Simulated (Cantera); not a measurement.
**Moist CO burnout**

An isothermal, constant-pressure homogeneous reactor starts with CO : O₂ : H₂O : N₂ = 0.0039 : 0.028 : 0.025 : 1 (molar parts), equivalence ratio 0.070, at 1075 K and 0.257 atm.

Detailed kinetics in Cantera: GRI-Mech 3.0 (53 species, 325 reactions).

| t (s) | x CO | x O₂ | x H₂O | x N₂O | x OH | x NO₂ |
|---|---|---|---|---|---|---|
| 3.00e-6 | 0.00369 | 0.0265 | 0.0237 | <1e-12 | <1e-12 | <1e-12 |
| 1.35e-5 | 0.00369 | 0.0265 | 0.0237 | <1e-12 | <1e-12 | <1e-12 |
| 6.04e-5 | 0.00369 | 0.0265 | 0.0237 | <1e-12 | <1e-12 | <1e-12 |
| 0.000271 | 0.00369 | 0.0265 | 0.0237 | <1e-12 | 3.97e-12 | <1e-12 |
| 0.00122 | 0.00369 | 0.0265 | 0.0237 | <1e-12 | 5.97e-11 | <1e-12 |
| 0.00546 | 0.00369 | 0.0265 | 0.0237 | <1e-12 | 3.15e-9 | <1e-12 |
| 0.0245 | 0.00283 | 0.0260 | 0.0235 | 9.92e-9 | 6.95e-5 | 2.11e-12 |
| 0.110 | 0.000214 | 0.0248 | 0.0237 | 5.71e-8 | 2.46e-5 | 7.34e-11 |
| 0.493 | 1.00e-5 | 0.0247 | 0.0237 | 6.95e-8 | 6.19e-6 | 1.90e-10 |
| 2.21 | 3.29e-7 | 0.0247 | 0.0237 | 7.17e-8 | 1.58e-6 | 1.01e-10 |
| 9.93 | 4.45e-9 | 0.0247 | 0.0237 | 6.92e-8 | 5.11e-7 | 3.45e-11 |
| 44.6 | 5.63e-11 | 0.0247 | 0.0237 | 5.62e-8 | 2.41e-7 | 3.37e-11 |
| 200 | 3.28e-11 | 0.0247 | 0.0237 | 2.19e-8 | 1.89e-7 | 4.37e-11 |
x: mole fraction; the columns are a selection and need not sum to one.

Equilibrium at this temperature and pressure: CO 3.03e-11, O₂ 0.0247, H₂O 0.0237, N₂O 1.09e-9, OH 1.80e-7, NO₂ 1.47e-7 (gas phase only).
